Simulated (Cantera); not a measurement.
Adiabatic ignition

An adiabatic, constant-volume homogeneous reactor starts with 7.72 % CH₃OH, 18.1 % O₂, 74.2 % N₂, equivalence ratio 0.64, at 1800 K and 4.93 atm.

Cantera simulation using GRI-Mech 3.0 (53 species, 325 reactions); the numbers are that mechanism's predictions, not measurements. GRI-Mech 3.0 was tuned for natural gas; its chemistry of methanol as a main component is partial and can be far from experiment.

```json
[
 {"t (s)": "4.00e-6", "T (K)": "1867", "P (bar)": "5.27", "x CH₃OH": "0.0546", "x O₂": "0.167", "x H₂O": "0.0160", "x CO₂": "0.000290", "x OH": "0.000158", "x C₂H": "1.65e-11"},
 {"t (s)": "1.13e-5", "T (K)": "2846", "P (bar)": "8.48", "x CH₃OH": "<1e-12", "x O₂": "0.0663", "x H₂O": "0.121", "x CO₂": "0.0479", "x OH": "0.0243", "x C₂H": "<1e-12"},
 {"t (s)": "3.18e-5", "T (K)": "2940", "P (bar)": "8.70", "x CH₃OH": "<1e-12", "x O₂": "0.0635", "x H₂O": "0.126", "x CO₂": "0.0533", "x OH": "0.0226", "x C₂H": "<1e-12"},
 {"t (s)": "8.96e-5", "T (K)": "2932", "P (bar)": "8.67", "x CH₃OH": "<1e-12", "x O₂": "0.0609", "x H₂O": "0.126", "x CO₂": "0.0534", "x OH": "0.0220", "x C₂H": "<1e-12"},
 {"t (s)": "0.000253", "T (K)": "2921", "P (bar)": "8.63", "x CH₃OH": "<1e-12", "x O₂": "0.0572", "x H₂O": "0.127", "x CO₂": "0.0536", "x OH": "0.0211", "x C₂H": "<1e-12"},
 {"t (s)": "0.000712", "T (K)": "2915", "P (bar)": "8.61", "x CH₃OH": "<1e-12", "x O₂": "0.0555", "x H₂O": "0.127", "x CO₂": "0.0537", "x OH": "0.0208", "x C₂H": "<1e-12"},
 {"t (s)": "0.00201", "T (K)": "2915", "P (bar)": "8.61", "x CH₃OH": "<1e-12", "x O₂": "0.0554", "x H₂O": "0.127", "x CO₂": "0.0537", "x OH": "0.0207", "x C₂H": "<1e-12"},
 {"t (s)": "0.00566", "T (K)": "2915", "P (bar)": "8.61", "x CH₃OH": "<1e-12", "x O₂": "0.0554", "x H₂O": "0.127", "x CO₂": "0.0537", "x OH": "0.0207", "x C₂H": "<1e-12"},
 {"t (s)": "0.0159", "T (K)": "2915", "P (bar)": "8.61", "x CH₃OH": "<1e-12", "x O₂": "0.0554", "x H₂O": "0.127", "x CO₂": "0.0537", "x OH": "0.0207", "x C₂H": "<1e-12"},
 {"t (s)": "0.0449", "T (K)": "2915", "P (bar)": "8.61", "x CH₃OH": "<1e-12", "x O₂": "0.0554", "x H₂O": "0.127", "x CO₂": "0.0537", "x OH": "0.0207", "x C₂H": "<1e-12"},
 {"t (s)": "0.127", "T (K)": "2915", "P (bar)": "8.61", "x CH₃OH": "<1e-12", "x O₂": "0.0554", "x H₂O": "0.127", "x CO₂": "0.0537", "x OH": "0.0207", "x C₂H": "<1e-12"},
 {"t (s)": "0.357", "T (K)": "2915", "P (bar)": "8.61", "x CH₃OH": "<1e-12", "x O₂": "0.0554", "x H₂O": "0.127", "x CO₂": "0.0537", "x OH": "0.0207", "x C₂H": "<1e-12"},
 {"t (s)": "1.01", "T (K)": "2915", "P (bar)": "8.61", "x CH₃OH": "<1e-12", "x O₂": "0.0554", "x H₂O": "0.127", "x CO₂": "0.0537", "x OH": "0.0207", "x C₂H": "<1e-12"},
 {"t (s)": "2.84", "T (K)": "2915", "P (bar)": "8.61", "x CH₃OH": "<1e-12", "x O₂": "0.0554", "x H₂O": "0.127", "x CO₂": "0.0537", "x OH": "0.0207", "x C₂H": "<1e-12"},
 {"t (s)": "8.00", "T (K)": "2915", "P (bar)": "8.61", "x CH₃OH": "<1e-12", "x O₂": "0.0554", "x H₂O": "0.127", "x CO₂": "0.0537", "x OH": "0.0207", "x C₂H": "<1e-12"}
]
```
x: mole fraction; the columns are a selection and need not sum to one.

```
Quantity                                                          Result
---------------------------------  -------------------------------------
time of steepest temperature rise                                6.30 µs
temperature at 8.00 s                                             2915 K
equilibrium temperature                                           2915 K
x(CH₃OH) at 8.00 s                 <1e-12 (gas-phase equilibrium <1e-12)
x(O₂) at 8.00 s                    0.0554 (gas-phase equilibrium 0.0554)
x(H₂O) at 8.00 s                     0.127 (gas-phase equilibrium 0.127)
```
